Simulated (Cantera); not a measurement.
Feed: 1 mol Si₃N₄, 0.045 mol N₂O, 73 mol H₂, equilibrated at 1 atm.

Equilibrium computed with Cantera from the NASA thermochemical tables; the gas is ideal and each condensed phase is pure. Candidate condensed phases: H₂O, Si, SiO₂, Si₂N₂O, Si₃N₄; 35 gas species. Mutual solubility and eutectic melting of coexisting phases are not modelled. The numbers say what is thermodynamically allowed, not how fast it happens. All values below are at 1325 °C.

Base state: H₂ 0.999, N₂ 0.000824, H 5.29e-5 (mole fractions); condensed: Si₂N₂O(s) + Si₃N₄(s).

Q: What changes in the equilibrium state with this change: pressure from 1 atm to 0.133 bar?

A: 
| species | before | after |
|---|---|---|
| H₂ | 0.999 | 0.998 |
| N₂ | 0.000824 | 0.00217 |
| H | 5.29e-5 | 0.000146 |
| SiO | 5.59e-6 | 6.05e-5 |
| Si₂N₂O(s), mol | 0.0446 | 0.0406 |
| Si₃N₄(s), mol | 0.970 | 0.923 |
| Si(s), mol | 0 | 0.145 |
